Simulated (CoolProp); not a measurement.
Vapour-liquid equilibrium of octamethyltrisiloxane (MDM) (1) + octamethylcyclotetrasiloxane (D4) (2) at 359 K; x and y are mole fractions of (1).

Model: multi-fluid Helmholtz-energy mixture model, Thol 2017 and Thol 2015; pair parameters Bell 2016, in CoolProp.

```csv
x,"bubble pressure, mixture model (kPa)","bubble pressure, Raoult's law (kPa)","y, mixture model","y, Raoult's law"
0.05,5.126,5.074,0.122,0.114
0.2,…,6.099,…,0.379
0.35,7.223,7.125,0.565,0.568
0.5,8.206,8.150,…,0.710
0.65,9.194,9.176,0.813,0.820
0.8,10.20,10.20,…,0.907
0.95,11.23,11.23,…,0.979
```

Q: What belongs in the gaps?

A: 
- 0.2, bubble pressure, mixture model (kPa): 6.214
- 0.2, y, mixture model: 0.385
- 0.5, y, mixture model: 0.702
- 0.8, y, mixture model: 0.904
- 0.95, y, mixture model: 0.978

The largest gap from Raoult's law is +1.9 % in bubble pressure, at x = 0.2. No azeotrope shows between x = 0.05 and 0.95.

The pair parameters rest on a limited set of measurements; away from them the model extrapolates.
